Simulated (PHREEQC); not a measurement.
Consider water at 20 °C with 0.16 mol H3PO4, 1.1 mol NaOH and 0.56 mol NaCl per kg of water. Closed to the air; pH follows from the charge balance.

All values are PHREEQC results (ion-association model, phreeqc.dat), not measurements.

| quantity | before | after |
|---|---|---|
| pH | 13.70 | 1.48 |
| ionic strength (mol/kgw) | 2.14 | 0.603 |
| HPO4-2 (mol/kgw) | 0.000301 | 2.67e-7 |
| NaHPO4- (mol/kgw) | 0.000177 | 6.24e-8 |
| H2PO4- (mol/kgw) | 2.13e-11 | 0.0432 |
| SI of Halite (NaCl) | -1.91 | -2.41 |

Task: Name the change that produced these shifts.
(A) NaOH left out
(B) NaCl from 0.56 to 0.112 mol/kgw
(C) temperature from 20 to 35 °C
(D) NaOH replaced by NaNO3 at the same molality

Result: A, NaOH left out

No solid was allowed to form. The ionic strength passes 0.7 mol/kgw, the rough limit of the ion-association models, in before.
